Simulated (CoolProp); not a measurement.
Vapour-liquid equilibrium of dimethyl ether (1) + R236FA (2) at 45.05 °C; x and y are mole fractions of (1).

Model: multi-fluid Helmholtz-energy mixture model, Wu 2011 and Pan 2012; pair parameters Bell 2016, in CoolProp.

```tsv
x	bubble pressure (MPa)	y at the bubble point	dew pressure at overall composition x (MPa)	liquid density (mol/L)
0.05	0.5089	0.054	0.5086	8.670
0.15	0.5175	0.172	0.5155	9.090
0.25	0.5332	0.300	0.5262	9.532
0.35	0.5583	0.433	0.5414	9.997
0.45	0.5951	0.566	0.5622	10.49
0.55	0.6454	0.688	0.5900	11.00
0.65	0.7099	0.793	0.6277	11.54
0.75	0.7874	0.877	0.6805	[?]
0.85	0.8748	0.940	[?]	12.69
0.95	[?]	0.984	0.8932	13.30
```

Q: Fill in the missing entries.

A: 
- 0.75, liquid density (mol/L): 12.10
- 0.85, dew pressure at overall composition x (MPa): 0.7591
- 0.95, bubble pressure (MPa): 0.9667

No azeotrope shows between x = 0.05 and 0.95.

Pair parameters are fitted to limited data, so mixtures are less certain than the pure fluids.
